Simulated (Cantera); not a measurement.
Equilibrium for silicon nitride deposition: SiCl4 + N2 + NH3

Feed: 1 mol SiCl4, 81 mol N2, 39 mol NH3, held at 7.50 Torr.

Cantera equilibrium calculation (NASA polynomials, part measured and part estimated; ideal gas, pure solids and liquids). Candidate condensed phases: NH4Cl, Si, Si3N4; 28 gas species. The tables' values for SiCl, SiN are old estimates; treat these amounts as uncertain. Gases not in the tables: Si2H6 and higher silanes. Equilibrium is a limit: real reactors are often held back by kinetics, nucleation or transport.

```tsv
T (K)	log p N2	log p H2	log p HCl	log p H	n Si3N4(s)	n Si(l)
798	-2.21	-2.45	-3.60	-12.80	0.333	0
898	-2.21	-2.45	-3.60	-11.19	0.333	0
998	-2.21	-2.45	-3.60	-9.89	0.333	0
1098	-2.21	-2.45	-3.60	-8.83	0.333	0
1198	-2.21	-2.45	-3.60	-7.95	0.333	0
1298	-2.21	-2.45	-3.60	-7.20	0.333	0
1398	-2.21	-2.45	-3.60	-6.55	0.331	0
1498	-2.21	-2.45	-3.61	-5.99	0.322	0
1598	-2.21	-2.45	-3.63	-5.50	0.296	0
1698	-2.21	-2.45	-3.67	-5.07	0.235	0
1798	-2.21	-2.45	-3.73	-4.68	0	0.434
1898	-2.21	-2.46	-3.72	-4.33	0	0.286
1998	-2.21	-2.46	-3.71	-4.03	0	0
2098	-2.21	-2.47	-3.67	-3.75	0	0
```
log p: log10 of the partial pressure in bar; n: condensed amount in mol.

From 798 K to 1698 K the condensed part is Si3N4(s). From 1798 K to 1898 K the condensed part is Si(l). From 1998 K to 2098 K nothing is condensed. The main Si-bearing gas is SiCl4 at 798 K and Si at 2098 K.
